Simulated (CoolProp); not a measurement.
CHF3 (R23) along the isotherm 190.5 K: density (kg/m³) from the reference equation and from simpler models built on Tc = 299.3 K, pc = 48.32 bar, ω = 0.263; each cubic takes its own stable root.

Values from CoolProp's reference Helmholtz-energy equation of state, Penoncello 2003.

```csv
p (bar),phase,reference
2.42,liquid,1448
4.83,liquid,1449
7.25,liquid,1450
9.66,liquid,1450
12.1,liquid,1451
14.5,liquid,1451
16.9,liquid,1452
19.3,liquid,1453
21.7,liquid,1453
24.2,liquid,1454
```

Question: How far does each simpler model (Redlich-Kwong, Soave-Redlich-Kwong, Peng-Robinson) lie from the reference over these 10 states: mean and median of the absolute difference, and the worst?

Answer: 
- Redlich-Kwong: mean 17.2 %, median 17.3 %, worst -17.3 % at 190.5 K and 2.42 bar
- Soave-Redlich-Kwong: mean 14.4 %, median 14.4 %, worst -14.4 % at 190.5 K and 2.42 bar
- Peng-Robinson: mean 3.3 %, median 3.3 %, worst -3.3 % at 190.5 K and 2.42 bar
